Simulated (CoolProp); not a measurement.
Vapour-liquid equilibrium of R114 (1) + benzene (2) at 286.2 K; x and y are mole fractions of (1).

Model: multi-fluid Helmholtz-energy mixture model, Platzer 1990 and Thol 2012; pair parameters Bell 2016, in CoolProp. This equation is an older, rougher fit; its heat capacities, sound speeds and derivatives of the liquid may be far off and weren't checked against measurements.

### Question
Give the bubble pressure and the first vapour's composition at x = 0.15, 0.45, 0.95. Is there an azeotrope?

### Answer
x = 0.15: 61.38 kPa, y = 0.895; x = 0.45: 97.80 kPa, y = 0.944; x = 0.95: 137.4 kPa, y = 0.991. No azeotrope shows between x = 0.05 and 0.95.

The pair parameters rest on a limited set of measurements; away from them the model extrapolates. With so large a gap from Raoult's law the liquid may split in two, which this calculation doesn't test in full.
